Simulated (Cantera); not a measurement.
A perfectly stirred reactor is fed with C₃H₈ : O₂ : N₂ = 1 : 3.85 : 14.5 (molar parts), at 1.00 bar; it is adiabatic with a 448 K inlet, and is followed from long to short residence time, starting on the burning branch (τ in s: 0.061, 0.028, 0.013, 0.0059, 0.0027, 0.0013, 0.00058, 0.00027, 0.00012, 5.6e-05).

Detailed kinetics in Cantera: GRI-Mech 3.0 (53 species, 325 reactions). GRI-Mech 3.0 was tuned for natural gas; its chemistry of propane as a main component is partial and can be far from experiment.

**Question.** Predict: blow-out, bracketed by the residence times tried; x(C₃H₈) at τ = 61.0 ms; x(O₂) at τ = 61.0 ms; x(C₂H₄) at τ = 61.0 ms; x(CO₂) at τ = 61.0 ms; x(HCO) at τ = 61.0 ms; x(C₃H₈) at τ = 1.30 ms; x(O₂) at τ = 1.30 ms; x(C₂H₄) at τ = 1.30 ms; x(CO₂) at τ = 1.30 ms; x(HCO) at τ = 1.30 ms.

**Answer.** 
```
Property                                                                        Value
------------------------------------------------  -----------------------------------
blow-out, bracketed by the residence times tried  burning at 0.120 ms, out at 56.0 µs
x(C₃H₈) at τ = 61.0 ms                                                        3.10e-7
x(O₂) at τ = 61.0 ms                                                         0.000264
x(C₂H₄) at τ = 61.0 ms                                                        1.34e-6
x(CO₂) at τ = 61.0 ms                                                          0.0647
x(HCO) at τ = 61.0 ms                                                         1.07e-7
x(C₃H₈) at τ = 1.30 ms                                                        7.37e-6
x(O₂) at τ = 1.30 ms                                                          0.00242
x(C₂H₄) at τ = 1.30 ms                                                        1.98e-5
x(CO₂) at τ = 1.30 ms                                                          0.0624
x(HCO) at τ = 1.30 ms                                                         2.50e-6
```
